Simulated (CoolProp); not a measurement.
Ethylene at 328.35 K and 5.53 MPa is throttled through a valve to 2.55 MPa with no heat exchange. Each further row changes one setting.

Values from CoolProp's reference Helmholtz-energy equation of state, Smukala 2000.

| case | temperature change (K) | final density (kg/m³) |
|---|---|---|
| as stated | [?] | [?] |
| outlet pressure 0.765 MPa | [?] | 9.76 |
| outlet pressure 3.31 MPa | [?] | 44.8 |

Problem. What belongs in the gaps?

Solution. 
- as stated, temperature change (K): -28.1
- as stated, final density (kg/m³): 34.0
- outlet pressure 0.765 MPa, temperature change (K): -48.6
- outlet pressure 3.31 MPa, temperature change (K): -20.2
